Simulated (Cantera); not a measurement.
# Carbothermic reduction: PbO + CH4 + N2

A closed system holds: 1 mol PbO, a varied amount of CH4, 5.9 mol N2, at 1177 °C and 0.133 bar.

These are equilibrium values from Cantera (NASA tables, ideal gas, pure condensed phases), not measurements of a reactor. Candidate condensed phases: C, C6H6, C7H8, C8H18, H2O, Pb, PbO, PbO2, Pb3O4; 139 gas species. Kinetics and transport are ignored.

```json
[
 {"n(CH4) (mol)": "0.75", "log p N2": "-1.07", "log p H2": "-1.72", "log p Pb": "-1.84", "log p CO": "-1.99", "log p H2O": "-2.53", "n C(graphite)": "0"},
 {"n(CH4) (mol)": "1.5", "log p N2": "-1.14", "log p H2": "-1.44", "log p Pb": "-1.91", "log p CO": "-1.91", "log p H2O": "-5.95", "n C(graphite)": "0.497"},
 {"n(CH4) (mol)": "2.2", "log p N2": "-1.19", "log p H2": "-1.32", "log p Pb": "-1.97", "log p CO": "-1.97", "log p H2O": "-5.89", "n C(graphite)": "1.20"},
 {"n(CH4) (mol)": "2.9", "log p N2": "-1.24", "log p H2": "-1.25", "log p Pb": "-2.01", "log p CO": "-2.01", "log p H2O": "-5.86", "n C(graphite)": "1.89"},
 {"n(CH4) (mol)": "3.6", "log p N2": "-1.28", "log p H2": "-1.20", "log p Pb": "-2.05", "log p CO": "-2.05", "log p H2O": "-5.85", "n C(graphite)": "2.59"},
 {"n(CH4) (mol)": "4.3", "log p N2": "-1.32", "log p H2": "-1.16", "log p Pb": "-2.09", "log p CO": "-2.09", "log p H2O": "-5.85", "n C(graphite)": "3.29"},
 {"n(CH4) (mol)": "5", "log p N2": "-1.36", "log p H2": "-1.13", "log p Pb": "-2.13", "log p CO": "-2.13", "log p H2O": "-5.86", "n C(graphite)": "3.99"}
]
```
log p: log10 of the partial pressure in bar; n: condensed amount in mol.

At 0.75 mol CH4 nothing is condensed. From 1.5 mol CH4 to 5 mol CH4 the condensed part is C(graphite). The main Pb-bearing gas is Pb throughout.
